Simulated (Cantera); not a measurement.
An isothermal, constant-pressure homogeneous reactor starts with C₂H₆ : N₂ = 1 : 4.1 (molar parts), at 1975 K and 0.00750 atm. Integrator tolerance rtol = 1e-08.

Detailed kinetics in Cantera: GRI-Mech 3.0 (53 species, 325 reactions). GRI-Mech 3.0 stops at C3 and has no aromatics, soot or wall deposition, so with more carbon than oxygen in the feed, carbon stays in small species such as C2H2 where larger ones or solid carbon would form. Radical loss at walls, strong at low pressure, is not modelled.

| quantity | before | after |
|---|---|---|
| x(C₂H₆) at 40.0 s | <1e-12 (gas-phase equilibrium 1.42e-12) | 4.97e-12 (gas-phase equilibrium 5.79e-12) |
| x(C₂H) at 40.0 s | 7.22e-5 (gas-phase equilibrium 3.83e-5) | 8.77e-5 (gas-phase equilibrium 5.84e-5) |
| x(HCN) at 40.0 s | 0.000368 (gas-phase equilibrium 0.132) | 0.000407 (gas-phase equilibrium 0.139) |
| x(C₂H₂) at 40.0 s | 0.140 (gas-phase equilibrium 0.0742) | 0.207 (gas-phase equilibrium 0.138) |
| x(CH₃) at 40.0 s | 1.90e-6 (gas-phase equilibrium 3.17e-6) | 5.47e-6 (gas-phase equilibrium 6.40e-6) |
| x(CH₄) at 40.0 s | 3.19e-6 (gas-phase equilibrium 5.33e-6) | 1.12e-5 (gas-phase equilibrium 1.31e-5) |
| x(H₂) at 40.0 s | 0.276 (gas-phase equilibrium 0.276) | 0.410 (gas-phase equilibrium 0.410) |

Which change was made?
A. N2 4.1 to 1.8 parts
B. temperature 1975 to 1148 K
C. C2H6 1 to 6.5 parts
D. C2H6 1 to 0.15 parts

A, N2 4.1 to 1.8 parts
